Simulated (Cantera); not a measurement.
Input (Python, Cantera) and output of one run.

```python
import numpy as np
import cantera as ct

gas_names = [...]  # 49 gases of nasa_gas.yaml made of B, Cl, H, N, O
cond_names = """
    B(b) B(L) BN(s) B2O3(L) B3O3H3(cr) H2O(s) H2O(L) NH4CL(a) NH4CL(b)
""".split()


# ... load() reads the species with a 1 bar reference pressure and builds the phases ...
atoms = {
    'BCl3': {'B': 1, 'CL': 3},
    'H2O': {'H': 2, 'O': 1},
    'N2': {'N': 2},
}
top_T = {'BN(s)': 3200}  # K; cautious upper limits of use, not melting points


# ... equilibrate(T, P, feed) seeds the gas with the atoms and calls Mixture.equilibrate('TP', solver="vcs", rtol=1e-11, max_steps=5000) ...
results = []
P = 4400  # Pa
for T in [1150, 1225, 1300, 1375, 1450, 1525, 1600, 1675, 1750, 1825, 1900, 1975, 2050]:
    for m in [0.14, 0.24, 0.41, 0.7, 1.2, 2, 3.4, 5.8, 9.8, 17, 28, 48]:
        feed = {'BCl3': 1, 'H2O': 3.6, 'N2': m}  # mol
        mix = equilibrate(T, P, feed)
        results.append((T, P, feed, dict(zip(mix.species_names, mix.species_moles))))

for T, P, feed, n in results:
    print(f"{T:7g} {feed['N2']:10.4g}  " + (" + ".join(c for c in cond_names if n.get(c, 0) > 1e-12) or "gas only"))
```

Output:

```
   1150       0.14  B2O3(L)
   1150       0.24  B2O3(L)
   1150       0.41  B2O3(L)
   1150        0.7  B2O3(L)
   1150        1.2  B2O3(L)
   1150          2  B2O3(L)
   1150        3.4  B2O3(L)
   1150        5.8  B2O3(L)
   1150        9.8  B2O3(L)
   1150         17  B2O3(L)
   1150         28  B2O3(L)
   1150         48  B2O3(L)
   1225       0.14  B2O3(L)
   1225       0.24  B2O3(L)
   1225       0.41  B2O3(L)
   1225        0.7  B2O3(L)
   1225        1.2  B2O3(L)
   1225          2  B2O3(L)
   1225        3.4  B2O3(L)
   1225        5.8  B2O3(L)
   1225        9.8  B2O3(L)
   1225         17  B2O3(L)
   1225         28  B2O3(L)
   1225         48  B2O3(L)
   1300       0.14  B2O3(L)
   1300       0.24  B2O3(L)
   1300       0.41  B2O3(L)
   1300        0.7  B2O3(L)
   1300        1.2  B2O3(L)
   1300          2  B2O3(L)
   1300        3.4  B2O3(L)
   1300        5.8  B2O3(L)
   1300        9.8  B2O3(L)
   1300         17  B2O3(L)
   1300         28  B2O3(L)
   1300         48  B2O3(L)
   1375       0.14  B2O3(L)
   1375       0.24  B2O3(L)
   1375       0.41  B2O3(L)
   1375        0.7  B2O3(L)
   1375        1.2  B2O3(L)
   1375          2  B2O3(L)
   1375        3.4  B2O3(L)
   1375        5.8  B2O3(L)
   1375        9.8  B2O3(L)
   1375         17  B2O3(L)
   1375         28  B2O3(L)
   1375         48  B2O3(L)
   1450       0.14  B2O3(L)
   1450       0.24  B2O3(L)
   1450       0.41  B2O3(L)
   1450        0.7  B2O3(L)
   1450        1.2  B2O3(L)
   1450          2  B2O3(L)
   1450        3.4  B2O3(L)
   1450        5.8  B2O3(L)
   1450        9.8  B2O3(L)
   1450         17  B2O3(L)
   1450         28  B2O3(L)
   1450         48  B2O3(L)
   1525       0.14  B2O3(L)
   1525       0.24  B2O3(L)
   1525       0.41  B2O3(L)
   1525        0.7  B2O3(L)
   1525        1.2  B2O3(L)
   1525          2  B2O3(L)
   1525        3.4  B2O3(L)
   1525        5.8  B2O3(L)
   1525        9.8  B2O3(L)
   1525         17  B2O3(L)
   1525         28  gas only
   1525         48  gas only
   1600       0.14  B2O3(L)
   1600       0.24  B2O3(L)
   1600       0.41  B2O3(L)
   1600        0.7  B2O3(L)
   1600        1.2  B2O3(L)
   1600          2  B2O3(L)
   1600        3.4  gas only
   1600        5.8  gas only
   1600        9.8  gas only
   1600         17  gas only
   1600         28  gas only
   1600         48  gas only
   1675       0.14  gas only
   1675       0.24  gas only
   1675       0.41  gas only
   1675        0.7  gas only
   1675        1.2  gas only
   1675          2  gas only
   1675        3.4  gas only
   1675        5.8  gas only
   1675        9.8  gas only
   1675         17  gas only
   1675         28  gas only
   1675         48  gas only
   1750       0.14  gas only
   1750       0.24  gas only
   1750       0.41  gas only
   1750        0.7  gas only
   1750        1.2  gas only
   1750          2  gas only
   1750        3.4  gas only
   1750        5.8  gas only
   1750        9.8  gas only
   1750         17  gas only
   1750         28  gas only
   1750         48  gas only
   1825       0.14  gas only
   1825       0.24  gas only
   1825       0.41  gas only
   1825        0.7  gas only
   1825        1.2  gas only
   1825          2  gas only
   1825        3.4  gas only
   1825        5.8  gas only
   1825        9.8  gas only
   1825         17  gas only
   1825         28  gas only
   1825         48  gas only
   1900       0.14  gas only
   1900       0.24  gas only
   1900       0.41  gas only
   1900        0.7  gas only
   1900        1.2  gas only
   1900          2  gas only
   1900        3.4  gas only
   1900        5.8  gas only
   1900        9.8  gas only
   1900         17  gas only
   1900         28  gas only
   1900         48  gas only
   1975       0.14  gas only
   1975       0.24  gas only
   1975       0.41  gas only
   1975        0.7  gas only
   1975        1.2  gas only
   1975          2  gas only
   1975        3.4  gas only
   1975        5.8  gas only
   1975        9.8  gas only
   1975         17  gas only
   1975         28  gas only
   1975         48  gas only
   2050       0.14  gas only
   2050       0.24  gas only
   2050       0.41  gas only
   2050        0.7  gas only
   2050        1.2  gas only
   2050          2  gas only
   2050        3.4  gas only
   2050        5.8  gas only
   2050        9.8  gas only
   2050         17  gas only
   2050         28  gas only
   2050         48  gas only
```

These are equilibrium values from Cantera (NASA tables, ideal gas, pure condensed phases), not measurements of a reactor. The tables' values for BCl2 are old estimates. Gases not in the tables: H3BO3.
